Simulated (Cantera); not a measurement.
Thermodynamics of silicon epitaxy and polysilicon growth, feed SiH2Cl2 + N2

Input: 1 mol SiH2Cl2, a varied amount of N2, held at 577 °C and 10.0 Torr.

Cantera equilibrium calculation (NASA polynomials, part measured and part estimated; ideal gas, pure solids and liquids). Candidate condensed phases: NH4Cl, Si, Si3N4; 28 gas species. N2 is the only nitrogen source here; it is nearly inert below about 1500 K, so the nitride shown seldom forms there in practice. Rates play no part.

From 3.3 mol N2 to 18 mol N2 the condensed part is Si3N4(s). The main Si-bearing gas is SiCl4 throughout. The share of Si in condensed phases is highest at 18 mol N2 (82.2 %) and lowest at 3.3 mol N2 (76.2 %).

```csv
n(N2) (mol),log p N2,log p HCl,log p H2,log p SiCl4,log p SiHCl3,log p SiCl3,log p NH3,log p SiCl2,n Si3N4(s)
3.3,-2.09,-2.51,-2.86,-3.16,-6.28,-7.60,-8.06,-10.19,0.254
5,-2.02,-2.63,-3.02,-3.32,-6.50,-7.74,-8.28,-10.30,0.259
6.6,-1.99,-2.71,-3.14,-3.44,-6.65,-7.83,-8.44,-10.37,0.262
8.3,-1.97,-2.78,-3.24,-3.54,-6.78,-7.91,-8.58,-10.42,0.265
10,-1.95,-2.85,-3.33,-3.63,-6.89,-7.98,-8.70,-10.47,0.267
12,-1.94,-2.91,-3.41,-3.72,-7.00,-8.04,-8.82,-10.52,0.269
13,-1.93,-2.93,-3.45,-3.75,-7.05,-8.07,-8.88,-10.54,0.270
15,-1.93,-2.98,-3.52,-3.82,-7.14,-8.12,-8.98,-10.58,0.272
17,-1.92,-3.03,-3.58,-3.88,-7.21,-8.17,-9.06,-10.61,0.273
18,-1.92,-3.05,-3.61,-3.91,-7.25,-8.19,-9.10,-10.62,0.274
```
log p: log10 of the partial pressure in bar; n: condensed amount in mol.
